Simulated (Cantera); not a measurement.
An adiabatic, constant-pressure homogeneous reactor starts with 6.68 % CH₄, 3.07 % H₂, 8.75 % O₂, 81.5 % N₂, equivalence ratio 1.7, at 1375 K and 0.987 atm.

Detailed kinetics in Cantera: GRI-Mech 3.0 (53 species, 325 reactions).

Task: Predict: time of steepest temperature rise; temperature at 1.00 s; equilibrium temperature; x(H₂) at 1.00 s; x(O₂) at 1.00 s; x(NO) at 1.00 s; x(H₂O) at 1.00 s.

Result: 
- time of steepest temperature rise: 2.12 ms
- temperature at 1.00 s: 2121 K
- equilibrium temperature: 2121 K
- x(H₂) at 1.00 s: 0.0668 (gas-phase equilibrium 0.0668)
- x(O₂) at 1.00 s: 8.57e-7 (gas-phase equilibrium 8.57e-7)
- x(NO) at 1.00 s: 2.18e-5 (gas-phase equilibrium 2.11e-5)
- x(H₂O) at 1.00 s: 0.0897 (gas-phase equilibrium 0.0897)
